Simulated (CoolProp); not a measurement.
Vapour-liquid equilibrium of propylene (1) + R22 (2) at 263.3 K; x and y are mole fractions of (1).

Model: multi-fluid Helmholtz-energy mixture model, Lemmon 2013 and Kamei 1995; pair parameters Bell 2016, in CoolProp.

Question: Give the bubble pressure and the first vapour's composition at x = 0.275, 0.425, 0.5. Is there an azeotrope?

Answer: x = 0.275: 0.4071 MPa, y = 0.341; x = 0.425: 0.4233 MPa, y = 0.478; x = 0.5: 0.4291 MPa, y = 0.542. y crosses x between x = 0.725 and 0.8: the model has an azeotrope there.

The pair parameters rest on a limited set of measurements; away from them the model extrapolates.
